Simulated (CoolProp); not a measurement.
Vapour-liquid equilibrium of trans-2-butene (1) + acetone (2) at 398.3 K; x and y are mole fractions of (1).

The numbers come from the multi-fluid Helmholtz-energy mixture model, Lemmon 2005 and Lemmon 2006; pair parameters Bell 2016 in CoolProp.

```
x      bubble pressure, mixture model (MPa)  bubble pressure, Raoult's law (MPa)  y, mixture model  y, Raoult's law
-----  ------------------------------------  -----------------------------------  ----------------  ---------------
0.05                                 0.8405                               0.7659             0.200            0.157
0.125                                 1.065                               0.8956             0.385            0.336
0.2                                   1.265                                1.025             0.499            0.470
0.275                                 1.440                                1.155             0.577            0.574
0.35                                  1.593                                1.285             0.634            0.656
0.425                                 1.726                                1.414             0.680            0.724
0.5                                   1.844                                1.544             0.718            0.780
0.575                                 1.950                                1.674             0.753            0.827
0.65                                  2.048                                1.804             0.787            0.868
0.725                                 2.140                                1.933             0.823            0.903
0.8                                   2.226                                2.063             0.862            0.934
0.875                                 2.305                                2.193             0.907            0.961
0.95                                  2.373                                2.322             0.959            0.985
```

The largest gap from Raoult's law is +24.7 % in bubble pressure, at x = 0.275. No azeotrope shows between x = 0.05 and 0.95.

Pair parameters are fitted to limited data, so mixtures are less certain than the pure fluids.
